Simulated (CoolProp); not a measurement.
Vapour-liquid equilibrium of diethyl ether (1) + methanol (2) at 0.909 MPa; x and y are mole fractions of (1).

Values from CoolProp's multi-fluid Helmholtz-energy mixture model, Thol 2014 and de Reuck 1993; pair parameters Bell 2016.

| x | bubble temperature (K) | y at the bubble point | dew temperature at overall composition x (K) | liquid density (mol/L) |
|---|---|---|---|---|
| 0.05 | 402.6 | 0.117 | 404.6 | 19.64 |
| 0.125 | 398.3 | 0.254 | 402.4 | 17.92 |
| 0.2 | 395.0 | 0.356 | 400.1 | 16.42 |
| 0.275 | 392.5 | 0.434 | 397.7 | 15.09 |
| 0.35 | 390.5 | 0.497 | 395.2 | 13.92 |
| 0.425 | 389.0 | 0.550 | 392.8 | 12.89 |
| 0.5 | 387.9 | 0.597 | 390.4 | 11.97 |
| 0.575 | 387.0 | 0.643 | 388.4 | 11.16 |
| 0.65 | 386.4 | 0.689 | 386.9 | 10.43 |
| 0.725 | 386.1 | 0.739 | 386.1 | 9.782 |
| 0.8 | 386.0 | 0.794 | 386.0 | 9.200 |
| 0.875 | 386.3 | 0.859 | 386.5 | 8.674 |
| 0.95 | 387.2 | 0.937 | 387.4 | 8.195 |

y crosses x between x = 0.725 and 0.8: the model has an azeotrope there.

The pair parameters rest on a limited set of measurements; away from them the model extrapolates.
